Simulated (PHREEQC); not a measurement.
Solution (25 °C): 0.021 mol HCl and 0.00012 mol KCl per kg of water. Closed to the air; pH follows from the charge balance.

Computed with PHREEQC (Pitzer model, pitzer.dat).

```tsv
quantity	before	after
pH	1.73	2.02
SI of Sylvite (KCl)	-6.62	-6.89
```

**Question.** Which change was made?
A. diluted 100-fold with water
B. HCl from 0.021 to 0.0231 mol/kgw
C. HCl from 0.021 to 0.0105 mol/kgw
D. KCl from 0.00012 to 1.2e-05 mol/kgw

**Answer.** C, HCl from 0.021 to 0.0105 mol/kgw

No solid was allowed to form.
